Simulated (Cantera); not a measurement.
Standard-state values (1 bar) from the NASA 1993 polynomials, evaluated with Cantera. Values are per mole of reaction as written; species without (g) are pure solids or liquids, kept so even where they would boil at 1 bar.

3 CH4(g) + TiCl4 = 4 HCl(g) + Ti + C3H8(g)

```tsv
T (K)	ΔH° (kJ)	ΔS° (J/K)	ΔG° (kJ)	log10 K
300	…	…	…	…
373	551.5	229.4	465.9	-65.25
398	…	…	…	…
423	…	…	…	…
448	549.2	223.8	448.9	-52.34
473	…	…	…	…
498	547.7	220.6	437.8	-45.92
523	547.0	219.2	432.3	-43.18
```

Question: Some entries are withheld; supply them.

Answer: 
- 300, ΔH° (kJ): 554.0
- 300, ΔS° (J/K): 236.9
- 300, ΔG° (kJ): 482.9
- 300, log10 K: -84.08
- 398, ΔH° (kJ): 550.7
- 398, ΔS° (J/K): 227.4
- 398, ΔG° (kJ): 460.2
- 398, log10 K: -60.40
- 423, ΔH° (kJ): 549.9
- 423, ΔS° (J/K): 225.5
- 423, ΔG° (kJ): 454.6
- 423, log10 K: -56.13
- 473, ΔH° (kJ): 548.4
- 473, ΔS° (J/K): 222.2
- 473, ΔG° (kJ): 443.4
- 473, log10 K: -48.96
